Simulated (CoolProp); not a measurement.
Saturation properties of ammonia.

Values from CoolProp's reference Helmholtz-energy equation of state, Gao 2020.

| T (°C) | p (MPa) | vapour Z | surface tension (mN/m) | vapour viscosity (µPa s) | liquid conductivity (mW/(m K)) |
|---|---|---|---|---|---|
| -54.65 | 0.03075 | 0.9871 | 39.0 | 7.44 | 738 |
| -49.55 | 0.04188 | 0.9843 | 37.9 | 7.59 | 720 |
| -44.35 | 0.05645 | 0.9809 | 36.7 | 7.73 | 702 |
| -39.25 | 0.07456 | 0.9772 | 35.5 | 7.88 | 685 |
| -34.15 | 0.09715 | 0.9731 | 34.3 | 8.03 | 668 |
| -28.95 | 0.1256 | 0.9683 | 33.1 | 8.18 | 650 |
| -23.85 | 0.1597 | 0.9631 | 31.9 | 8.33 | 634 |
| -18.65 | 0.2017 | 0.9573 | 30.7 | 8.49 | 617 |
| -13.55 | 0.2510 | 0.9510 | 29.5 | 8.64 | 601 |
| -8.45 | 0.3094 | 0.9441 | 28.3 | 8.80 | 585 |
| -3.25 | 0.3795 | 0.9365 | 27.1 | 8.96 | 569 |
| 1.85 | 0.4598 | 0.9284 | 25.9 | 9.11 | 554 |
| 6.95 | 0.5527 | 0.9196 | 24.7 | 9.27 | 538 |

It boils at -33.3 °C under 1 atm.

Viscosity comes from a separate model (Fenghour 1995). Thermal conductivity comes from a separate model (Tufeu 1984). Surface tension comes from a separate correlation (Mulero 2012).
